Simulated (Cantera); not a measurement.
# Thermodynamics of silicon nitride deposition, feed Si2Cl6 + NH3 + H2

Input: 1 mol Si2Cl6, 7.9 mol NH3, 5.4 mol H2, at 59.3 Torr.

Method: chemical equilibrium by Gibbs-energy minimisation in Cantera with the NASA 1993 tables (ideal gas, pure condensed phases). Candidate condensed phases: NH4Cl, Si, Si3N4; 28 gas species. The feed counts by its element totals alone. The tables' values for SiCl3, SiCl are old estimates; treat these amounts as uncertain. Gases not in the tables: Si2H6 and higher silanes. Kinetics and transport are ignored.

From 1275 °C to 1525 °C the condensed part is Si3N4(s). From 1575 °C to 1675 °C the condensed part is Si(l). The main Si-bearing gas is SiCl2 throughout. The share of Si in condensed phases is highest at 1275 °C (80.7 %) and lowest at 1575 °C (22.4 %).

```tsv
T (°C)	x H2	x HCl	x N2	x SiCl2	x H	x SiCl3	x SiCl4	n Si3N4(s)	n Si(l)
1275	0.636	0.223	0.125	0.0136	8.74e-5	0.00198	0.000802	0.538	0
1325	0.640	0.207	0.129	0.0214	0.000152	0.00214	0.000530	0.479	0
1375	0.645	0.187	0.134	0.0306	0.000254	0.00211	0.000321	0.408	0
1425	0.650	0.167	0.140	0.0407	0.000415	0.00192	0.000180	0.330	0
1475	0.655	0.146	0.146	0.0507	0.000658	0.00164	9.51e-5	0.251	0
1525	0.660	0.127	0.151	0.0602	0.00102	0.00134	4.85e-5	0.175	0
1575	0.652	0.119	0.163	0.0626	0.00152	0.00106	2.67e-5	0	0.448
1625	0.650	0.121	0.163	0.0614	0.00224	0.000873	1.68e-5	0	0.475
1675	0.648	0.124	0.163	0.0602	0.00324	0.000722	1.08e-5	0	0.499
```
x: gas mole fraction; n: condensed amount in mol.
